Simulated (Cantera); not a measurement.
Silicon epitaxy and polysilicon growth: Si3H8 + HCl + H2

Input: 1 mol Si3H8, a varied amount of HCl, 44 mol H2, held at 702 °C and 0.230 bar.

Method: chemical equilibrium by Gibbs-energy minimisation in Cantera with the NASA 1993 tables (ideal gas, pure condensed phases). Candidate condensed phases: Si; 19 gas species. The feed counts by its element totals alone. The tables' values for SiCl3 are old estimates; treat these amounts as uncertain. Kinetics and transport are ignored.

```
n(HCl) (mol)   x H2    x HCl   x SiCl4  x SiHCl3  x SiH2Cl2   x SiCl3  n Si(s)
------------  -----  -------  --------  --------  ---------  --------  -------
0.073         0.999  0.00134   8.25e-6   3.52e-5    1.57e-5   9.18e-7     3.00
0.1           0.998  0.00171   2.18e-5   7.28e-5    2.55e-5   1.90e-6     2.99
0.14          0.998  0.00215   5.46e-5  0.000145    4.04e-5   3.79e-6     2.99
0.19          0.997  0.00258  0.000114  0.000251    5.82e-5   6.56e-6     2.98
0.26          0.996  0.00304  0.000221  0.000413    8.11e-5   1.08e-5     2.96
0.35          0.995  0.00350  0.000387  0.000630   0.000107   1.65e-5     2.94
0.48          0.994  0.00400  0.000666  0.000946   0.000141   2.47e-5     2.91
0.66          0.993  0.00453   0.00110   0.00138   0.000180   3.60e-5     2.87
0.9           0.991  0.00507   0.00173   0.00193   0.000226   5.06e-5     2.81
1.2           0.989  0.00559   0.00257   0.00260   0.000275   6.81e-5     2.73
1.7           0.986  0.00626   0.00405   0.00364   0.000344   9.57e-5     2.60
2.3           0.982  0.00686   0.00589   0.00482   0.000413  0.000127     2.44
```
x: gas mole fraction; n: condensed amount in mol.

From 0.073 mol HCl to 2.3 mol HCl the condensed part is Si(s). The main Si-bearing gas is SiHCl3 at 0.073 mol HCl and SiCl4 at 2.3 mol HCl. The share of Si in condensed phases is highest at 0.073 mol HCl (99.9 %) and lowest at 2.3 mol HCl (81.2 %).
